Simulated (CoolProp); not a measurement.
Aqueous ammonia as a coolant, 14 % by mass, freezing at -21.1 °C, 1 atm.

Model: Melinder's fits for secondary coolants, in CoolProp.

```tsv
T (°C)	viscosity (mPa s)	cp (kJ/(kg K))	conductivity (W/(m K))	Prandtl number
-4.6	2.45	4.231	0.466	22.2
-1.7	2.22	4.226	0.471	19.9
1.1	2.03	4.222	0.476	18.0
3.9	1.86	4.217	0.480	16.3
6.8	1.71	4.214	0.485	14.9
9.6	1.58	4.210	0.490	13.6
12.4	1.46	4.207	0.494	12.5
15.3	1.35	4.204	0.499	11.4
18.1	1.26	4.201	0.504	10.5
21	1.16	4.199	0.509	9.59
23.8	1.08	4.197	0.515	8.81
26.6	1.00	4.196	0.520	8.07
```
